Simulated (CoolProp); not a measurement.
A closed Brayton cycle with nitrogen: compressor inlet 320.15 K and 0.66 MPa, high pressure 1.81 MPa, turbine inlet 855 K, compressor efficiency 0.8, turbine efficiency 0.9, recuperator effectiveness 0 (on enthalpy, no pinch check). Each further row changes one setting.

Computed with CoolProp (reference Helmholtz-energy equation of state, Span 2000).

```
case                           thermal efficiency (%)  net work (kJ/kg)  compressor to turbine work  compressor exit (K)  turbine exit (K)
-----------------------------  ----------------------  ----------------  --------------------------  -------------------  ----------------
as stated                                        14.5              63.8                        0.69                453.5             673.4
turbine inlet 805 K                              13.5              51.7                        0.73                453.5             632.5
compressor inlet 330.15 K                        14.0              59.4                        0.71                467.6             673.4
high pressure 1.54 MPa                           12.9              59.9                        0.66                429.6             699.7
recuperator effectiveness 0.5                    19.8              63.8                        0.69                453.5             673.4
```
